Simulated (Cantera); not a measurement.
# Equilibrium for roasting and sulfation: MgCO3 + H2S + O2

A closed system holds: 1 mol MgCO3, 0.06 mol H2S, 0.89 mol O2, at 3.20 bar.

Cantera equilibrium calculation (NASA polynomials, part measured and part estimated; ideal gas, pure solids and liquids). Candidate condensed phases: C, C6H6, C7H8, C8H18, H2O, H2SO4, Mg, MgCO3, MgO, Mg(OH)2, MgS, MgSO4, S; 130 gas species. Mutual solubility and eutectic melting of coexisting phases are not modelled. The numbers say what is thermodynamically allowed, not how fast it happens.

```tsv
T (K)	log p O2	log p CO2	log p H2O	log p SO2	log p SO3	log p OH	log p CO	n MgCO3(s)	n MgO(s)	n MgSO4(s)
648	0.41	-0.37	-0.70	<-11	<-11	-11.12	<-11	0.871	0.0687	0.0600
748	0.13	0.24	-0.98	<-11	-10.23	-9.58	<-11	0	0.940	0.0600
848	0.13	0.24	-0.98	-9.15	-7.91	-8.25	<-11	0	0.940	0.0600
948	0.13	0.24	-0.98	-6.69	-6.09	-7.19	-10.85	0	0.940	0.0600
1048	0.13	0.24	-0.98	-4.72	-4.63	-6.34	-9.36	0	0.940	0.0600
1148	0.13	0.24	-0.98	-3.10	-3.44	-5.63	-8.14	0	0.941	0.0593
1248	0.13	0.24	-0.98	-1.76	-2.44	-5.04	-7.11	0	0.952	0.0478
1348	0.12	0.22	-1.00	-1.04	-2.03	-4.55	-6.25	0	1.00	0
1448	0.12	0.22	-1.00	-1.02	-2.27	-4.11	-5.50	0	1.00	0
1548	0.12	0.22	-1.00	-1.01	-2.48	-3.73	-4.85	0	1.00	0
1648	0.12	0.22	-1.00	-1.01	-2.67	-3.40	-4.27	0	1.00	0
1748	0.12	0.22	-1.00	-1.01	-2.84	-3.10	-3.77	0	1.00	0
```
log p: log10 of the partial pressure in bar; n: condensed amount in mol.

At 648 K the condensed part is MgCO3(s) + MgO(s) + MgSO4(s). From 748 K to 1248 K the condensed part is MgO(s) + MgSO4(s). From 1348 K to 1748 K the condensed part is MgO(s).
